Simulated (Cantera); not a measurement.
Charge: 1 mol MgO, a varied amount of HBr, 2.4 mol O2, equilibrated at 270 Torr.

Method: chemical equilibrium by Gibbs-energy minimisation in Cantera with the NASA 1993 tables (ideal gas, pure condensed phases). Candidate condensed phases: Br2, H2O, Mg, MgBr2, MgO, Mg(OH)2; 20 gas species. The numbers say what is thermodynamically allowed, not how fast it happens.

Stable condensed phases, one row left out:

```
T in °C \ n(HBr) in mol
         4.2 7.7  11  15  18  22  25  29  32  35  39  42
   1600    A   A   A   A   B   B   B   B   B   B   B   B
   1550    A   A   A   A   B   B   B   B   B   B   B   B
   1500    A   A   A   A   B   B   B   B   B   B   B   B
   1450    A   A   A   A   A   B   B   B   B   B   B   B
   1400    A   A   A   A   A   B   B   B   B   B   B   B
   1350    A   A   A   A   A   B   B   B   B   B   B   B
   1250    A   A   A   A   A   A   B   B   B   B   B   B
   1200    A   A   A   A   A   A   A   B   B   B   B   B
```

A: MgO; B: gas only.

Q: Give the row for 1300 °C.

A: 4.2: MgO; 7.7: MgO; 11: MgO; 15: MgO; 18: MgO; 22: gas only; 25: gas only; 29: gas only; 32: gas only; 35: gas only; 39: gas only; 42: gas only.
